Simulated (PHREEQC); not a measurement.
A solution holds 0.035 mol/kgw CuCl2, 0.005 mol/kgw HNO3 and 0.008 mol/kgw Na2SO4, at 22 °C. Closed to the air; pH follows from the charge balance.

All values are PHREEQC results (ion-association model, phreeqc.dat), not measurements.

```
quantity                    before     after
------------------------  --------  --------
pH                            2.44      2.43
ionic strength (mol/kgw)     0.116     0.118
SO4-2 (mol/kgw)            0.00404   0.00423
HSO4- (mol/kgw)           0.000611  0.000478
```

Task: What was changed between the two runs?
A. CuCl2 replaced by MnCl2 at the same molality
B. Na2SO4 from 0.008 to 0.004 mol/kgw
C. Na2SO4 replaced by Fe2(SO4)3 at the same molality
D. temperature from 22 to 70 °C
E. temperature from 22 to 5 °C

Result: E, temperature from 22 to 5 °C

Precipitation was switched off in this run. Constants without temperature data keep their 25 °C values here.
